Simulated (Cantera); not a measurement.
A freely propagating, adiabatic, planar premixed flame of 45.7 % H2, 9.51 % O2, 44.8 % N2, equivalence ratio 2.4, unburnt at 323 K and 4.93 atm; mixture-averaged transport, grid criteria slope 0.08 and curve 0.16, no radiation.

Model: the H2/O2 subset of GRI-Mech 3.0, which has no nitrogen chemistry, integrated in Cantera. The hydrogen kinetics of GRI-Mech 3.0 are dated; newer H2 mechanisms differ, most at raised pressure. Burning velocities carry a grid error of a few per cent, more on coarse grids.

Q: Predict: laminar burning velocity; thermal thickness; peak x(H2O2); peak x(OH); peak x(O); peak x(HO2).

A: 
| Property | Result |
|---|---|
| laminar burning velocity | 195 cm/s |
| thermal thickness | 0.0559 mm |
| peak x(H2O2) | 0.000129 |
| peak x(OH) | 0.000875 |
| peak x(O) | 0.000595 |
| peak x(HO2) | 0.000873 |
